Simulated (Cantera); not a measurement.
Feed: 1 mol Si3N4, a varied amount of F2, 0.54 mol N2, equilibrated at 1198.15 K and 0.170 bar.

These are equilibrium values from Cantera (NASA tables, ideal gas, pure condensed phases), not measurements of a reactor. Candidate condensed phases: Si, Si3N4; 16 gas species. Rates play no part.

**Question.** At 9.9 mol F2, list the 5 most abundant gas species with their mole fractions, and the condensed phases.

**Answer.** F 0.420, SiF4 0.251, N2 0.213, F2 0.116, NF3 9.88e-5. Condensed: gas only.
